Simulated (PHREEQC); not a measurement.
Consider water at 25 °C with 0.034 mol Cu(BF4)2 and 0.066 mol HBF4 per kg of water. Closed to the air; pH follows from the charge balance.

All values are PHREEQC results (ion-association model, wateq4f.dat), not measurements.

Question: The ionic strength comes out as 0.165 mol/kgw. What activity coefficients do CuF+, BF3OH-, BF2(OH)2-, H+, BF4- get?

Answer: CuF+ 0.76, BF3OH- 0.70, BF2(OH)2- 0.70, H+ 0.81, BF4- 0.70.

No solid was allowed to form. Species that the database lacks are ignored. Real BF4- forms and hydrolyses slowly; the run takes it at equilibrium.
